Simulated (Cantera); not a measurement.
An isothermal, constant-pressure homogeneous reactor starts with 1.03 % H2, 23.0 % O2, 75.8 % N2, 0.142 % H2O, equivalence ratio 0.022, at 1000 K and 12.8 Torr.

Model: GRI-Mech 3.0 (53 species, 325 reactions), integrated in Cantera. Radical loss at walls, strong at low pressure, is not modelled.

x: mole fraction; the columns are a selection and need not sum to one.

| t (s) | x H2 | x O2 | x H2O | x H2O2 | x H |
|---|---|---|---|---|---|
| 1.00e-6 | 0.0103 | 0.230 | 0.00142 | <1e-12 | <1e-12 |
| 5.90e-6 | 0.0103 | 0.230 | 0.00142 | <1e-12 | <1e-12 |
| 3.48e-5 | 0.0103 | 0.230 | 0.00142 | <1e-12 | <1e-12 |
| 0.000205 | 0.0103 | 0.230 | 0.00142 | <1e-12 | 5.02e-12 |
| 0.00121 | 0.0103 | 0.230 | 0.00142 | <1e-12 | 2.77e-11 |
| 0.00713 | 0.0103 | 0.230 | 0.00142 | <1e-12 | 4.75e-9 |
| 0.0421 | 0.000282 | 0.224 | 0.0105 | [?] | 0.00153 |
| 0.248 | 1.64e-5 | 0.226 | 0.0117 | [?] | 3.29e-5 |
| 1.46 | 5.00e-7 | 0.226 | 0.0118 | [?] | 2.08e-7 |
| 8.63 | 2.22e-8 | 0.226 | 0.0118 | [?] | 2.60e-9 |
| 50.9 | 1.96e-9 | 0.226 | 0.0118 | 1.88e-10 | 8.13e-11 |
| 300 | 2.55e-10 | 0.226 | 0.0118 | 2.88e-11 | 4.11e-12 |

**Question.** Some entries are withheld; supply them.

**Answer.** 
- 0.0421, x H2O2: 3.31e-8
- 0.248, x H2O2: 2.15e-8
- 1.46, x H2O2: 8.50e-9
- 8.63, x H2O2: 1.35e-9
